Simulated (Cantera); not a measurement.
## Stirred combustor or abatement burner

A perfectly stirred reactor is fed with CO : H₂ : O₂ : N₂ : H₂O = 1 : 0.098 : 0.631 : 3.6 : 0.28 (molar parts), at 0.227 atm; it is adiabatic with a 650 K inlet, and is followed from long to short residence time, starting on the burning branch (τ in s: 0.18, 0.052, 0.015, 0.0043, 0.0013, 0.00036, 0.0001, 3e-05, 8.7e-06).

Computed with Cantera and GRI-Mech 3.0 (53 species, 325 reactions).

```csv
τ (s),T (K),x CO,x H₂,x O₂,x O,x H₂O₂,x OH,x H
0.18,1983,0.0230,0.00202,0.0267,0.00180,2.37e-8,0.00403,0.00122
0.052,1881,0.0326,0.00316,0.0315,0.00343,4.44e-8,0.00484,0.00295
0.015,1749,0.0425,0.00459,0.0365,0.00604,9.54e-8,0.00524,0.00667
0.0043,1587,0.0518,0.00592,0.0418,0.00943,2.25e-7,0.00483,0.0135
0.0013,1386,0.0682,0.00600,0.0508,0.0115,4.60e-7,0.00335,0.0202
0.00036,650,0.178,0.0175,0.112,<1e-12,<1e-12,<1e-12,<1e-12
0.00010,650,0.178,0.0175,0.112,<1e-12,<1e-12,<1e-12,<1e-12
3.0e-5,650,0.178,0.0175,0.112,<1e-12,<1e-12,<1e-12,<1e-12
8.7e-6,650,0.178,0.0175,0.112,<1e-12,<1e-12,<1e-12,<1e-12
```
x: mole fraction; the columns are a selection and need not sum to one.
